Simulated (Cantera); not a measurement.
An isothermal, constant-pressure homogeneous reactor starts with N₂O = 1 (molar parts), at 1348 K and 10.00 Torr. Integrator tolerance rtol = 1e-08.

Model: GRI-Mech 3.0 (53 species, 325 reactions), integrated in Cantera. GRI-Mech 3.0 was tuned for natural gas; its chemistry of N2O as a main component is partial and can be far from experiment. Radical loss at walls, strong at low pressure, is not modelled. The mechanism lacks the step 2 NO + O2 → 2 NO2, which can matter for NO2 below about 1400 K. The temperature is held fixed by assumption; the heat of reaction is taken as removed at once.

Question: What does this change do: temperature 1348 to 1100 K?

Answer: 
| quantity | before | after |
|---|---|---|
| x(N₂O) at 20.0 s | 0.0969 (gas-phase equilibrium 4.29e-9) | 0.970 (gas-phase equilibrium 7.90e-10) |
| x(NO₂) at 20.0 s | 2.65e-5 (gas-phase equilibrium 8.11e-7) | 1.98e-7 (gas-phase equilibrium 4.10e-7) |
| x(O₂) at 20.0 s | 0.250 (gas-phase equilibrium 0.333) | 0.00945 (gas-phase equilibrium 0.333) |
| x(NO) at 20.0 s | 0.103 (gas-phase equilibrium 0.000623) | 0.00138 (gas-phase equilibrium 9.90e-5) |
| x(O) at 20.0 s | 1.35e-5 (gas-phase equilibrium 2.05e-6) | 3.32e-7 (gas-phase equilibrium 1.26e-8) |

Question: What does this change do: temperature 1348 to 1000 K?

Answer: 
| quantity | before | after |
|---|---|---|
| x(N₂O) at 20.0 s | 0.0969 (gas-phase equilibrium 4.29e-9) | 0.997 (gas-phase equilibrium 3.18e-10) |
| x(NO₂) at 20.0 s | 2.65e-5 (gas-phase equilibrium 8.11e-7) | 3.81e-9 (gas-phase equilibrium 2.84e-7) |
| x(O₂) at 20.0 s | 0.250 (gas-phase equilibrium 0.333) | 0.000818 (gas-phase equilibrium 0.333) |
| x(NO) at 20.0 s | 0.103 (gas-phase equilibrium 0.000623) | 6.81e-5 (gas-phase equilibrium 3.65e-5) |
| x(O) at 20.0 s | 1.35e-5 (gas-phase equilibrium 2.05e-6) | 4.21e-8 (gas-phase equilibrium 7.91e-10) |
